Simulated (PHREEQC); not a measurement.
Consider water at 25 °C with 0.242 mol/kgw HF, 9.7e-05 mol/kgw Na2CO3 and 0.00011 mol/kgw LiCl. Closed to the air; pH follows from the charge balance.

All values are PHREEQC results (ion-association model, phreeqc.dat), not measurements.

This is a speciation only: nothing precipitates in the calculation.

Question: What pH does the model give?

Answer: pH 1.79.

Question: In which forms is F present?

Answer: HF 89 %, HF2- 6.9 %, F- 4.2 % of the F.
